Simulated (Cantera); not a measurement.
# Adiabatic ignition

An adiabatic, constant-volume homogeneous reactor starts with 46.8 % H₂, 10.6 % O₂, 40.0 % N₂, 2.57 % H₂O, equivalence ratio 2.2, at 1150 K and 0.217 atm.

Detailed kinetics in Cantera: GRI-Mech 3.0 (53 species, 325 reactions).

```csv
t (s),T (K),P (bar),x H₂,x O₂,x H₂O,x HO₂,x NO,x H₂O₂
8.00e-6,1150,0.220,0.468,0.106,0.0257,2.28e-9,<1e-12,3.60e-12
1.69e-5,1150,0.220,0.468,0.106,0.0257,4.91e-9,<1e-12,1.62e-11
3.57e-5,1150,0.220,0.468,0.106,0.0257,1.12e-8,<1e-12,7.50e-11
7.55e-5,1150,0.220,0.468,0.106,0.0257,3.78e-8,<1e-12,4.13e-10
0.000160,1150,0.220,0.468,0.106,0.0258,1.75e-6,<1e-12,1.40e-8
0.000337,1659,0.311,0.198,0.00257,0.225,6.93e-7,1.75e-6,3.10e-7
0.000713,2383,0.426,0.249,0.000879,0.239,3.13e-7,2.62e-5,4.05e-8
0.00151,2634,0.463,0.264,0.000351,0.249,2.23e-7,0.000117,2.99e-8
0.00319,2663,0.467,0.266,0.000298,0.250,2.03e-7,0.000314,2.88e-8
0.00673,2662,0.467,0.266,0.000294,0.249,2.00e-7,0.000605,2.85e-8
0.0142,2661,0.466,0.267,0.000291,0.249,1.98e-7,0.000803,2.83e-8
0.0301,2661,0.466,0.267,0.000290,0.249,1.98e-7,0.000832,2.83e-8
0.0636,2661,0.466,0.267,0.000290,0.249,1.98e-7,0.000833,2.83e-8
0.134,2661,0.466,0.267,0.000290,0.249,1.98e-7,0.000833,2.83e-8
0.284,2661,0.466,0.267,0.000290,0.249,1.98e-7,0.000833,2.83e-8
0.600,2661,0.466,0.267,0.000290,0.249,1.98e-7,0.000833,2.83e-8
```
x: mole fraction; the columns are a selection and need not sum to one.

- time of steepest temperature rise: 0.306 ms
- temperature at 0.600 s: 2661 K
- equilibrium temperature: 2661 K
- x(H₂) at 0.600 s: 0.267 (gas-phase equilibrium 0.267)
- x(O₂) at 0.600 s: 0.000290 (gas-phase equilibrium 0.000290)
- x(H₂O) at 0.600 s: 0.249 (gas-phase equilibrium 0.249)
